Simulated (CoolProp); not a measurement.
Dimethyl ether along the isobar 17.7 MPa: fugacity coefficient from the reference equation and from simpler models built on Tc = 127.2 °C, pc = 5.337 MPa, ω = 0.196; each cubic takes its own stable root.

Model: reference Helmholtz-energy equation of state, Wu 2011, in CoolProp.

| T (°C) | phase | reference | van der Waals | Redlich-Kwong | Soave-Redlich-Kwong | Peng-Robinson |
|---|---|---|---|---|---|---|
| -102.55 | liquid | 5.888e-5 | 0.007865 | 0.0001174 | 6.281e-5 | 6.661e-5 |
| -82.75 | liquid | 0.0003428 | 0.01597 | 0.0006634 | 0.0003594 | 0.0003647 |
| -62.95 | liquid | 0.001359 | 0.02828 | 0.002484 | 0.001416 | 0.001394 |
| -43.15 | liquid | 0.004074 | 0.04526 | 0.006960 | 0.004251 | 0.004094 |
| -23.45 | liquid | 0.009877 | 0.06691 | 0.01574 | 0.01035 | 0.009825 |
| -3.65 | liquid | 0.02052 | 0.09331 | 0.03057 | 0.02164 | 0.02033 |
| 16.15 | liquid | 0.03763 | 0.1240 | 0.05263 | 0.03994 | 0.03727 |
| 35.95 | liquid | 0.06250 | 0.1584 | 0.08250 | 0.06677 | 0.06204 |
| 55.75 | liquid | 0.09584 | 0.1960 | 0.1200 | 0.1030 | 0.09544 |
| 75.45 | liquid | 0.1374 | 0.2359 | 0.1643 | 0.1483 | 0.1373 |
| 95.25 | liquid | 0.1869 | 0.2778 | 0.2144 | 0.2023 | 0.1873 |
| 115.05 | liquid | 0.2429 | 0.3209 | 0.2687 | 0.2633 | 0.2439 |
| 134.85 | supercritical | 0.3034 | 0.3645 | 0.3254 | 0.3291 | 0.3051 |
| 154.65 | supercritical | 0.3664 | 0.4079 | 0.3827 | 0.3970 | 0.3684 |
| 174.35 | supercritical | 0.4292 | 0.4505 | 0.4389 | 0.4640 | 0.4310 |
